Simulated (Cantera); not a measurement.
A Cantera script and what it prints.

```python
import numpy as np
import cantera as ct

gas_names = """
    B BH BH2 BH3 BN BO BO2 B2 B2O B2O2 B2O3 B3O3H3 H HBO HBO2 HNO HNO2 HNO3 HO2 H2 H2O H2O2 H3B3O6 N NH
    NH2 NH3 NH2OH NO NO2 NO3 N2 N2H2 N2H4 N2O O OH O2 O3
""".split()
cond_names = """
    B(b) B(L) BN(s) B2O3(L) B3O3H3(cr) H2O(s) H2O(L)
""".split()


def load(file, names, dense=False):
    # The tables refer to 1 bar. Condensed volumes are neglected.
    table = {s.name: s for s in ct.Species.list_from_file(file)}
    out = []
    for n in names:
        d = dict(table[n].input_data)
        d["thermo"] = dict(d["thermo"], **{"reference-pressure": 1e5})
        if dense:
            d["equation-of-state"] = {"model": "constant-volume", "density": "1e6 g/cm^3"}
        out.append(ct.Species.from_dict(d))
    return out


gas = ct.Solution(thermo="ideal-gas", species=load("nasa_gas.yaml", gas_names))
cond = {s.name: ct.Solution(thermo="fixed-stoichiometry", species=[s], name=s.name)
        for s in load("nasa_condensed.yaml", cond_names, dense=True)}
atoms = {
    'B2H6': {'B': 2, 'H': 6},
    'H2O': {'H': 2, 'O': 1},
    'N2': {'N': 2},
}
top_T = {'BN(s)': 3200}  # K; cautious upper limits of use, not melting points


def equilibrate(T, P, feed):
    n = {}
    for name, mol in feed.items():
        for a, k in atoms[name].items():
            n[a] = n.get(a, 0.0) + k * mol
    gas.TPX = T, P, n
    mass = sum(n.values()) * gas.mean_molecular_weight
    gas.equilibrate("TP")
    valid = [c for c in cond.values() if c.min_temp <= T <= top_T.get(c.name, c.max_temp)]
    mix = ct.Mixture([(gas, mass / gas.mean_molecular_weight)] + [(c, 0.0) for c in valid])
    mix.T, mix.P = T, P
    mix.equilibrate("TP", solver="vcs", rtol=1e-11, max_steps=5000)
    return mix


results = []
feed = {'B2H6': 1, 'H2O': 12, 'N2': 0.64}  # mol
P = 100000  # Pa
for T in [1473, 1548, 1623, 1698, 1773, 1848, 1923, 1998, 2073, 2148, 2223, 2298]:
    mix = equilibrate(T, P, feed)
    results.append((T, P, feed, dict(zip(mix.species_names, mix.species_moles))))

top = {s: max(r[3][s] / sum(r[3][g] for g in gas_names) for r in results) for s in gas_names}
cols = sorted((s for s in top if top[s] > 1e-05), key=lambda s: -top[s])[:5]
seen = [c for c in cond_names if any(r[3].get(c, 0) > 1e-12 for r in results)]
print("log10 of partial pressures in bar; condensed amounts in mol")
print(f"{'T/K':>10s}" + "".join(f"{s[:9]:>10s}" for s in cols + seen))
for T, P, feed, n in results:
    ng = sum(n[g] for g in gas_names)
    print(f"{T:10.4g}" + "".join(f"{np.log10(max(n[s] / ng * P / 1e5, 1e-99)):10.3f}" for s in cols)
          + "".join(f"{n.get(c, 0):10.4g}" for c in seen))
```

Output:

```
log10 of partial pressures in bar; condensed amounts in mol
       T/K       H2O        H2      HBO2        N2         H   B2O3(L)
      1473    -0.251    -0.419    -1.846    -1.391    -5.107    0.8384
      1548    -0.258    -0.422    -1.566    -1.394    -4.722    0.7437
      1623    -0.271    -0.427    -1.316    -1.398    -4.374    0.5767
      1698    -0.292    -0.434    -1.094    -1.406    -4.057    0.3048
      1773    -0.316    -0.443    -0.941    -1.414    -3.767         0
      1848    -0.316    -0.443    -0.939    -1.415    -3.497         0
      1923    -0.316    -0.444    -0.941    -1.415    -3.248         0
      1998    -0.315    -0.444    -0.943    -1.415    -3.017         0
      2073    -0.315    -0.445    -0.946    -1.415    -2.803         0
      2148    -0.315    -0.446    -0.950    -1.416    -2.603         0
      2223    -0.316    -0.447    -0.954    -1.416    -2.417         0
      2298    -0.316    -0.449    -0.958    -1.417    -2.243         0
```

Equilibrium computed with Cantera from the NASA thermochemical tables; the gas is ideal and each condensed phase is pure. The feed counts by its element totals alone. Gases not in the tables: H3BO3.
